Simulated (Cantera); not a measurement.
# Stirred combustor or abatement burner

A perfectly stirred reactor is fed with CH4 : O2 : N2 = 1 : 4.76 : 14 (molar parts), equivalence ratio 0.42, at 760 Torr; it is adiabatic with a 500 K inlet, and is followed from long to short residence time, starting on the burning branch (τ in s: 0.16, 0.056, 0.02, 0.007, 0.0025, 0.00089, 0.00031, 0.00011, 4e-05, 1.4e-05).

Detailed kinetics in Cantera: GRI-Mech 3.0 (53 species, 325 reactions).

| τ (s) | T (K) | x CH4 | x O2 | x C2H4 | x OH | x CH2CO |
|---|---|---|---|---|---|---|
| 0.16 | 1648 | 1.18e-5 | 0.140 | 2.28e-9 | 0.000641 | 1.42e-9 |
| 0.056 | 1645 | 2.31e-5 | 0.140 | 5.35e-9 | 0.000880 | 3.59e-9 |
| 0.020 | 1639 | 4.46e-5 | 0.140 | 1.11e-8 | 0.00119 | 8.08e-9 |
| 0.0070 | 1627 | 8.83e-5 | 0.140 | 2.16e-8 | 0.00160 | 1.75e-8 |
| 0.0025 | 1605 | 0.000179 | 0.141 | 4.25e-8 | 0.00203 | 3.87e-8 |
| 0.00089 | 1562 | 0.000407 | 0.143 | 1.08e-7 | 0.00235 | 1.07e-7 |
| 0.00031 | 500 | 0.0506 | 0.241 | <1e-12 | <1e-12 | <1e-12 |
| 0.00011 | 500 | 0.0506 | 0.241 | <1e-12 | <1e-12 | <1e-12 |
| 4.0e-5 | 500 | 0.0506 | 0.241 | <1e-12 | <1e-12 | <1e-12 |
| 1.4e-5 | 500 | 0.0506 | 0.241 | <1e-12 | <1e-12 | <1e-12 |
x: mole fraction; the columns are a selection and need not sum to one.
